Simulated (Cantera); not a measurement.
Feed: 1 mol HMDSO, 0.077 mol O3, 4.3 mol N2, 0.0029 mol H2, at 1.28 Torr.

Equilibrium computed with Cantera from the NASA thermochemical tables; the gas is ideal and each condensed phase is pure. Candidate condensed phases: C, C6H6, C7H8, C8H18, H2O, Si, SiC, SiO2, Si2N2O, Si3N4; 151 gas species. The feed counts by its element totals alone. N2 is the only nitrogen source here; it is nearly inert below about 1500 K, so the nitride shown seldom forms there in practice. The tables' values for SiN are old estimates; treat these amounts as uncertain. Equilibrium is a limit: real reactors are often held back by kinetics, nucleation or transport.

x: gas mole fraction; n: condensed amount in mol.

| T (°C) | x H2 | x N2 | x CO | x H | x HCN | x Si | n C(graphite) | n Si2N2O(s) | n SiC(s) |
|---|---|---|---|---|---|---|---|---|---|
| 877 | 0.718 | 0.263 | 0.0184 | 1.53e-6 | 1.82e-5 | <1e-12 | 5.77 | 1.00 | 0 |
| 977 | 0.718 | 0.263 | 0.0184 | 9.94e-6 | 5.51e-5 | <1e-12 | 5.77 | 1.000 | 0 |
| 1077 | 0.718 | 0.263 | 0.0184 | [?] | [?] | [?] | 5.77 | 1.000 | 0 |
| 1177 | 0.619 | 0.296 | 0.0846 | 0.000180 | 0.000314 | 1.08e-8 | 2.77 | 0 | 2.00 |
| 1277 | 0.619 | 0.295 | 0.0845 | 0.000601 | 0.000636 | 1.72e-7 | 2.77 | 0 | 2.00 |
| 1377 | 0.617 | 0.295 | 0.0843 | 0.00173 | 0.00118 | 1.96e-6 | 2.76 | 0 | 2.00 |
| 1477 | 0.615 | 0.294 | 0.0841 | 0.00442 | 0.00203 | 1.68e-5 | 2.75 | 0 | 1.99 |
| 1577 | 0.609 | 0.293 | 0.0837 | [?] | [?] | [?] | 2.73 | 0 | 1.99 |
| 1677 | 0.599 | 0.290 | 0.0830 | 0.0215 | 0.00502 | 0.000635 | 2.71 | 0 | 1.98 |
| 1777 | 0.579 | 0.285 | 0.0818 | 0.0419 | 0.00726 | 0.00299 | 2.71 | 0 | 1.94 |

### Question
What belongs in the gaps?

### Answer

- 1577, x H: 0.0102
- 1577, x HCN: 0.00329
- 1577, x Si: 0.000114
- 1077, x H: 4.90e-5
- 1077, x HCN: 0.000142
- 1077, x Si: 3.18e-10
